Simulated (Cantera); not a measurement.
Input: 1 mol Si, 1.9 mol N2O, 4.4 mol N2, 0.019 mol CO2, at 1 atm.

Cantera equilibrium calculation (NASA polynomials, part measured and part estimated; ideal gas, pure solids and liquids). Candidate condensed phases: C, Si, SiC, SiO2, Si2N2O, Si3N4; 34 gas species. Mutual solubility and eutectic melting of coexisting phases are not modelled. The tables hold silica as quartz up to 1696 K and as liquid above; real silica turns to tridymite and cristobalite and melts near 1996 K. Kinetics and transport are ignored. All values below are at 1350 K.

Base state: N2 0.997, CO 0.00302 (mole fractions); condensed: SiO2(β-quartz) + Si2N2O(s).

Problem. What changes in the equilibrium state with this change: Si replaced by SiC?

Solution. 
```csv
species,before,after
N2,0.997,0.910
CO,0.00302,0.0905
CO2,8.32e-7,2.42e-5
"SiO2(β-quartz), mol",0.946,0.555
"Si2N2O(s), mol",0.0270,0.222
"C(graphite), mol",0,0.414
```
